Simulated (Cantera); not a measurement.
Feed: 1 mol B2O3, a varied amount of Cl2, 3.5 mol H2, equilibrated at 0.000380 bar.

Cantera equilibrium calculation (NASA polynomials, part measured and part estimated; ideal gas, pure solids and liquids). Candidate condensed phases: B, B2O3, B3O3H3, H2O; 33 gas species. The tables' values for BCl2 are old estimates. Kinetics and transport are ignored.

**Question.** What condenses at these points (T in °C, n(Cl2) in mol): (1325, 23); (1225, 0.51); (1250, 7.4); (1250, 1.6); (1275, 5)?

**Answer.** 
```tsv
T (°C)	n(Cl2) in mol	condensed phases	B condensed (%)
1325	23	gas only	0.0
1225	0.51	B2O3	62.1
1250	7.4	gas only	0.0
1250	1.6	B2O3	22.5
1275	5	gas only	0.0
```
